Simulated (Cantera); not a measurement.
Feed: 1 mol CuO, 1.5 mol CH₄, 0.1 mol N₂, at 0.0380 bar.

These are equilibrium values from Cantera (NASA tables, ideal gas, pure condensed phases), not measurements of a reactor. Candidate condensed phases: C, C₆H₆, C₇H₈, C₈H₁₈, Cu, CuO, Cu(OH)₂, Cu₂O, H₂O; 139 gas species. The numbers say what is thermodynamically allowed, not how fast it happens. All values below are at 1925 K.

Base state: H₂ 0.687, CO 0.230, Cu 0.0549, N₂ 0.0223, H 0.00406, HCN 0.00134, C₂H₂ (acetylene) 0.000315, Cu₂ 0.000174 (mole fractions); condensed: C(graphite) + Cu(l).

What changes in the equilibrium state with this change: pressure from 0.0380 bar to 0.00360 bar?


| species | before | after |
|---|---|---|
| H₂ | 0.687 | 0.578 |
| CO | 0.230 | 0.195 |
| Cu | 0.0549 | 0.195 |
| H | 0.00406 | 0.0121 |
| N₂ | 0.0223 | 0.0189 |
| Cu₂ | 0.000174 | 0.000207 |
| C₂H₂ (acetylene) | 0.000315 | 0.000265 |
| HCN | 0.00134 | 0.00113 |
| HNC | 6.62e-5 | 5.59e-5 |
| C(graphite), mol | 0.491 | 0.491 |
| Cu(l), mol | 0.760 | 0 |

What changes in the equilibrium state with this change: pressure from 0.0380 bar to 0.170 bar?


| species | before | after |
|---|---|---|
| H₂ | 0.687 | 0.720 |
| CO | 0.230 | 0.241 |
| N₂ | 0.0223 | 0.0233 |
| Cu | 0.0549 | 0.0123 |
| CH₄ | 9.37e-6 | 4.60e-5 |
| Cu₂ | 0.000174 | 3.88e-5 |
| H | 0.00406 | 0.00197 |
| C₂H₂ (acetylene) | 0.000315 | 0.000330 |
| C(graphite), mol | 0.491 | 0.491 |
| Cu(l), mol | 0.760 | 0.949 |
